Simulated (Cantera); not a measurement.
What does this Cantera script print?

```python
import numpy as np
import cantera as ct

gas = ct.Solution("gri30.yaml")


def delay(T, t_max=10):
    gas.TPX = T, 100000, {'CH3OH': 1, 'O2': 1.95, 'N2': 7.01, 'H2O': 0.21}
    reactor = ct.IdealGasReactor(gas, clone=False)
    net = ct.ReactorNet([reactor])
    net.rtol, net.atol = 1e-8, 1e-16
    while net.time < t_max:
        t_old, T_old = net.time, reactor.T
        net.step()
        if reactor.T > T + 400:  # ignition: a rise of 400 K
            return t_old + (T + 400 - T_old) / (reactor.T - T_old) * (net.time - t_old)
    return np.nan


taus = []
for T in [1100, 1200, 1300, 1400, 1500, 1600, 1700]:
    taus.append(delay(T))
    print(f"T0 = {T:6g} K   tau = {taus[-1]:.4e} s")
```

Output:

```
T0 =   1100 K   tau = 5.6565e-02 s
T0 =   1200 K   tau = 9.2014e-03 s
T0 =   1300 K   tau = 2.0281e-03 s
T0 =   1400 K   tau = 5.7631e-04 s
T0 =   1500 K   tau = 2.0240e-04 s
T0 =   1600 K   tau = 8.4112e-05 s
T0 =   1700 K   tau = 3.9718e-05 s
```

Model: GRI-Mech 3.0 (53 species, 325 reactions), integrated in Cantera. GRI-Mech 3.0 was tuned for natural gas; its chemistry of methanol as a main component is partial and can be far from experiment.
